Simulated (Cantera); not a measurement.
# Premixed flame

A freely propagating, adiabatic, planar premixed flame of 11.7 % CH₄, 2.93 % CO, 17.8 % O₂, 67.6 % N₂, equivalence ratio 1.4, unburnt at 425 K and 1.00 bar; mixture-averaged transport, grid criteria slope 0.08 and curve 0.16, no radiation.

Model: GRI-Mech 3.0 (53 species, 325 reactions), integrated in Cantera. Burning velocities carry a grid error of a few per cent, more on coarse grids.

```
z (mm)  T (K)  u (m/s)     x CH₄    x CO      x O₂    x CH₂    x NO₂    x C₂H
------  -----  -------  --------  ------  --------  -------  -------  -------
-1.73     425    0.394     0.117  0.0292     0.178    <1e-8    <1e-8    <1e-8
-1.15     429    0.399     0.116  0.0291     0.177    <1e-8    <1e-8    <1e-8
-0.863    447    0.418     0.114  0.0293     0.175    <1e-8  6.23e-8    <1e-8
-0.576    566    0.536     0.105  0.0318     0.165    <1e-8  4.73e-7    <1e-8
-0.288   1057     1.02    0.0698  0.0488     0.122  5.00e-8  3.72e-7    <1e-8
-0.144   1456     1.42    0.0382  0.0675    0.0783  3.51e-6  8.11e-8  1.38e-8
0        1807     1.78    0.0104  0.0862    0.0330  4.50e-5    <1e-8  5.29e-7
0.144    1967     1.94   0.00136  0.0909   0.00930  4.16e-5    <1e-8  1.06e-6
0.288    2009     1.98  0.000157  0.0878   0.00241  9.80e-6    <1e-8  4.18e-7
0.576    2029     1.99   4.15e-6  0.0834  0.000353  3.95e-7    <1e-8  3.53e-8
1.15     2042     2.00   4.08e-8  0.0819  0.000154    <1e-8    <1e-8    <1e-8
2.30     2057     2.01     <1e-8  0.0820   8.63e-5    <1e-8    <1e-8    <1e-8
4.61     2070     2.03     <1e-8  0.0824   3.71e-5    <1e-8    <1e-8    <1e-8
```
x: mole fraction of selected species; z is measured from the peak of heat release.

```
Item                          Value
------------------------  ---------
laminar burning velocity  39.2 cm/s
thermal thickness          0.576 mm
peak x(CH₂)                 5.72e-5
peak x(C₂H)                 1.12e-6
grid points                     145
```
